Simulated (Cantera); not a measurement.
Mixture: CH4 : H2 : O2 : N2 = 1 : 0.48 : 2.04 : 11.8 (molar parts), at 1.00 atm, adiabatic and at constant pressure. Ignition delay is the time to a rise of 400 K.

Cantera simulation using GRI-Mech 3.0 (53 species, 325 reactions); the numbers are that mechanism's predictions, not measurements. Below about 1000 K GRI-Mech 3.0 lacks low-temperature oxidation paths. Below about 950 K walls govern HO2 and H2O2 in real vessels.

**Question.** What does this change do: pressure from 1.00 atm to 0.474 atm?

**Answer.** 
| quantity | before | after |
|---|---|---|
| delay at 925 K | 0.136 s | 0.157 s |
| delay at 1125 K | 8.16 ms | 15.1 ms |
| delay at 1325 K | 1.37 ms | 2.36 ms |
| delay at 1525 K | 0.319 ms | 0.586 ms |
| delay at 1725 K | 0.105 ms | 0.206 ms |
| apparent activation energy between 1525 and 1725 K | 120 kJ/mol | 110 kJ/mol |

**Question.** What does this change do: H2 0.48 to 0.74 parts?

**Answer.** 
| quantity | before | after |
|---|---|---|
| delay at 925 K | 0.136 s | 0.100 s |
| delay at 1125 K | 8.16 ms | 4.51 ms |
| delay at 1325 K | 1.37 ms | 0.822 ms |
| delay at 1525 K | 0.319 ms | 0.217 ms |
| delay at 1725 K | 0.105 ms | 79.2 µs |
| apparent activation energy between 1525 and 1725 K | 120 kJ/mol | 110 kJ/mol |
